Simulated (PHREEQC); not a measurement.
Solution (20 °C): 0.051 mol/kgw TMAH, 1.1e-05 mol/kgw H4SiO4 and 0.00038 mol/kgw CO2. Closed to the air; pH follows from the charge balance.

Computed with PHREEQC (ion-association model, phreeqc.dat).

```yaml
pH: 12.78
ionic_strength: 0.0514 mol/kgw
total_alkalinity: 51.0 meq/kg
```

| species | molality | activity | log γ |
|---|---|---|---|
| (CH3)4N+ | 0.0510 | 0.0416 | -0.088 |
| OH- | 0.0502 | 0.0407 | -0.091 |
| CO3-2 | 0.000379 | 0.000178 | -0.327 |
| H3SiO4- | 7.32e-6 | 5.97e-6 | -0.088 |
| H2SiO4-2 | 3.68e-6 | 1.73e-6 | -0.327 |
| HCO3- | 8.58e-7 | 7.11e-7 | -0.082 |
| H4SiO4 | 8.03e-9 | 8.13e-9 | 0.005 |

Precipitation was switched off in this run. Complexes and solids missing from the database can't appear. (CH3)4N+ isn't in the database: it is added as a free cation with an ion size of 4 Å.
